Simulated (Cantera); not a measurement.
An adiabatic, constant-pressure homogeneous reactor starts with CH₃OH : O₂ : N₂ = 0.75 : 0.6 : 4.08 (molar parts), equivalence ratio 1.9, at 1773 K and 0.247 atm.

Computed with Cantera and GRI-Mech 3.0 (53 species, 325 reactions). GRI-Mech 3.0 was tuned for natural gas; its chemistry of methanol as a main component is partial and can be far from experiment.

**Question.** Predict: time of steepest temperature rise; temperature at 1.00 s; equilibrium temperature; x(O₂) at 1.00 s; x(HCN) at 1.00 s.

**Answer.** 
```
Item                                                                   Value
---------------------------------  -----------------------------------------
time of steepest temperature rise                                   0.111 ms
temperature at 1.00 s                                                 2523 K
equilibrium temperature                                               2523 K
x(O₂) at 1.00 s                    0.000715 (gas-phase equilibrium 0.000715)
x(HCN) at 1.00 s                     5.01e-9 (gas-phase equilibrium 5.01e-9)
```
